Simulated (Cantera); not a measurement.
# Nitride etching: AlN + H2O + H2

Charge: 1 mol AlN, 0.17 mol H2O, 2.5 mol H2, equilibrated at 81.0 mbar.

Equilibrium computed with Cantera from the NASA thermochemical tables; the gas is ideal and each condensed phase is pure. Candidate condensed phases: Al, AlN, Al2O3, H2O; 35 gas species. Mutual solubility and eutectic melting of coexisting phases are not modelled. The tables' values for AlOH are old estimates; treat these amounts as uncertain. Condensed phases not in the tables: aluminium oxynitride. Equilibrium is a limit: real reactors are often held back by kinetics, nucleation or transport.

| T (K) | log p H2 | log p N2 | log p Al | log p Al2O | log p H | n AlN(s) | n Al2O3(s) |
|---|---|---|---|---|---|---|---|
| 1998 | -1.11 | -2.66 | -3.37 | -3.35 | -3.35 | 0.851 | 0.0515 |
| 2023 | -1.12 | -2.61 | -3.20 | -3.13 | -3.28 | 0.829 | 0.0481 |
| 2048 | -1.12 | -2.54 | -3.03 | -2.93 | -3.21 | 0.796 | 0.0426 |
| 2073 | -1.13 | -2.46 | -2.88 | -2.74 | -3.15 | 0.748 | 0.0344 |
| 2098 | -1.15 | -2.36 | -2.74 | -2.56 | -3.09 | 0.677 | 0.0222 |
| 2123 | -1.17 | -2.26 | -2.60 | -2.39 | -3.03 | 0.573 | 0.00381 |
| 2148 | -1.18 | -2.21 | -2.45 | -2.37 | -2.97 | 0.509 | 0 |
| 2173 | -1.20 | -2.17 | -2.29 | -2.39 | -2.91 | 0.439 | 0 |
log p: log10 of the partial pressure in bar; n: condensed amount in mol.

From 1998 K to 2123 K the condensed part is AlN(s) + Al2O3(s). From 2148 K to 2173 K the condensed part is AlN(s). The main Al-bearing gas is Al2O throughout. The share of Al in condensed phases is highest at 1998 K (95.4 %) and lowest at 2173 K (43.9 %).
